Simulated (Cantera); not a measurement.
Input: 1 mol SiH2Cl2, 1.7 mol N2, held at 848 K and 0.100 bar.

Equilibrium computed with Cantera from the NASA thermochemical tables; the gas is ideal and each condensed phase is pure. Candidate condensed phases: NH4Cl, Si, Si3N4; 28 gas species. N2 is the only nitrogen source here; it is nearly inert below about 1500 K, so the nitride shown seldom forms there in practice. Equilibrium is a limit: real reactors are often held back by kinetics, nucleation or transport.

Problem. What is the equilibrium state?

Solution. 
```
Property                             Result
--------------------------------  ---------
x(N2)                                 0.417
x(HCl)                                0.290
x(H2)                                 0.195
x(SiCl4)                             0.0975
x(SiHCl3)                          0.000106
x(NH3)                              1.05e-5
x(SiCl3)                            1.31e-6
n(Si3N4(s))                       0.238 mol
gas amount                        2.938 mol
log10 activity of Si(s) (absent)      -8.60
```
